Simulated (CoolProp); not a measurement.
Saturation properties of methanol (Tc = 513.4 K, pc = 8.216 MPa, ω = 0.565).

Values from CoolProp's reference Helmholtz-energy equation of state, de Reuck 1993.

```
T (K)     p (MPa)  enthalpy of vaporisation (kJ/kg)    vapour Z  surface tension (mN/m)  liquid viscosity (µPa s)  vapour viscosity (µPa s)
-----  ----------  --------------------------------  ----------  ----------------------  ------------------------  ------------------------
239.4   0.0003456                              1247      0.9953              (withheld)                      1540                      7.78
247.5   0.0006676                              1238      0.9937                    26.6                      1300                      8.03
255.7    0.001241                              1228      0.9918                    25.8                      1110                      8.29
263.8    0.002197                              1217      0.9895                    25.1                       950                      8.55
272      0.003771                              1207      0.9869                    24.4                       821                (withheld)
280.1    0.006214                              1195      0.9839                    23.7                       717                      9.06
288.3    0.009982                              1184      0.9805                    23.0                       630                      9.31
296.4     0.01550                              1172      0.9766                    22.3                       557                      9.57
304.6     0.02356                              1159      0.9721                    21.6                       496                      9.82
312.7     0.03478                              1146      0.9671                    20.9                       444                      10.1
320.8     0.05024                              1132      0.9615                    20.3                       400                      10.3
329       0.07142                              1117      0.9550                    19.6                       361                      10.6
337.1  (withheld)                              1102  (withheld)                    18.9                       328                      10.8
345.3      0.1360                              1086      0.9397                    18.1                       299                      11.0
```

Problem. Some entries are withheld; supply them.

Solution. 
- 239.4, surface tension (mN/m): 27.4
- 272, vapour viscosity (µPa s): 8.80
- 337.1, p (MPa): 0.09922
- 337.1, vapour Z: 0.9479

It boils at 337.6 K under 1 atm.

Viscosity comes from a separate model (Xiang 2006). Surface tension comes from a separate correlation (Mulero 2012).
